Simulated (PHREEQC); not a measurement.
Dissolve 5.7 mmol/kgw K2SO4 at 25 °C. Closed to the air; pH follows from the charge balance.

Model: ion-association model, phreeqc.dat, run in PHREEQC.

Each row changes one thing in this solution. Precipitation was switched off in this run.

| case | ionic strength (mol/kgw) | SO4-2 (mol/kgw) | KSO4- (mol/kgw) | HSO4- (mol/kgw) |
|---|---|---|---|---|
| as made | 0.0166 | 0.00544 | 0.000256 | 3.22e-8 |
| temperature from 25 to 45 °C | 0.0164 | 0.00536 | 0.000342 | ___ |
| temperature from 25 to 40 °C | 0.0165 | 0.00538 | ___ | ___ |
| temperature from 25 to 85 °C | 0.0160 | 0.00516 | 0.000535 | 5.82e-7 |
| K2SO4 from 0.0057 to 0.0285 mol/kgw | 0.0782 | 0.0248 | ___ | 8.96e-8 |
| temperature from 25 to 70 °C | 0.0162 | 0.00524 | 0.000460 | 3.08e-7 |
| K2SO4 from 0.0057 to 0.00627 mol/kgw | 0.0182 | 0.00597 | 0.000302 | 3.45e-8 |
| K2SO4 from 0.0057 to 0.00855 mol/kgw | 0.0246 | 0.00804 | 0.000514 | ___ |

Problem. What belongs in the gaps?

Solution. 
- temperature from 25 to 45 °C, HSO4- (mol/kgw): 9.38e-8
- temperature from 25 to 40 °C, KSO4- (mol/kgw): 0.000319
- temperature from 25 to 40 °C, HSO4- (mol/kgw): 7.25e-8
- K2SO4 from 0.0057 to 0.0285 mol/kgw, KSO4- (mol/kgw): 0.00366
- K2SO4 from 0.0057 to 0.00855 mol/kgw, HSO4- (mol/kgw): 4.29e-8

At this temperature some constants are extrapolated from 25 °C, and those without enthalpy data are left unchanged.
